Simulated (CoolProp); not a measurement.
n-octane along the isobar 0.101 MPa: fugacity coefficient from the reference equation and from simpler models built on Tc = 568.7 K, pc = 2.484 MPa, ω = 0.398; each cubic takes its own stable root.

Model: reference Helmholtz-energy equation of state, Beckmüller 2019, in CoolProp.

| T (K) | phase | reference |
|---|---|---|
| 355.6 | liquid | 0.2489 |
| 390.6 | liquid | 0.7592 |
| 425.6 | gas | 0.9584 |
| 460.6 | gas | 0.9689 |
| 495.6 | gas | 0.9761 |
| 530.6 | gas | 0.9812 |
| 565.5 | gas | 0.9850 |
| 600.5 | gas | 0.9879 |

**Question.** How far does each simpler model (van der Waals, Redlich-Kwong, Soave-Redlich-Kwong, Peng-Robinson) lie from the reference over these 8 states: mean and median of the absolute difference, and the worst?

**Answer.** 
- van der Waals: mean 40.0 %, median 0.9 %, worst +287.4 % at 355.6 K and 0.101 MPa
- Redlich-Kwong: mean 28.2 %, median 0.5 %, worst +196.5 % at 355.6 K and 0.101 MPa
- Soave-Redlich-Kwong: mean 0.3 %, median 0.2 %, worst -0.6 % at 355.6 K and 0.101 MPa
- Peng-Robinson: mean 0.4 %, median 0.1 %, worst +1.5 % at 355.6 K and 0.101 MPa

At some of these states van der Waals, Redlich-Kwong gives the other phase, because its saturation line lies elsewhere.
